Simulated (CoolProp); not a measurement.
Saturation properties of n-undecane.

Computed with CoolProp (reference Helmholtz-energy equation of state, Aleksandrov 2011). It is a short technical equation, of lower accuracy than the large ones.

| T (°C) | p (bar) | vapour density (kg/m³) | enthalpy of vaporisation (kJ/kg) | surface tension (mN/m) |
|---|---|---|---|---|
| 23.55 | 0.0005162 | 0.003272 | 361.8 | 24.4 |
| 55.25 | 0.004482 | 0.02570 | 343.9 | (withheld) |
| 86.85 | 0.02431 | 0.1276 | 326.6 | 18.6 |
| 118.55 | 0.09448 | 0.4597 | 309.5 | 15.9 |
| 150.25 | 0.2854 | 1.305 | 292.0 | 13.2 |
| 181.95 | 0.7127 | 3.113 | 273.5 | 10.7 |
| 213.65 | (withheld) | (withheld) | 253.5 | 8.36 |
| 245.35 | 2.978 | 12.63 | 231.0 | 6.14 |
| 276.95 | 5.277 | 23.03 | 204.5 | 4.10 |
| 308.65 | (withheld) | 41.45 | 171.1 | 2.29 |
| 340.35 | 13.95 | (withheld) | 122.4 | 0.784 |

Fill in the missing entries.


- 55.25, surface tension (mN/m): 21.4
- 213.65, p (bar): 1.540
- 213.65, vapour density (kg/m³): 6.550
- 308.65, p (bar): 8.779
- 340.35, vapour density (kg/m³): 79.43

It boils at 195.8 °C under 1 atm.

Surface tension comes from a separate correlation (Mulero 2014).
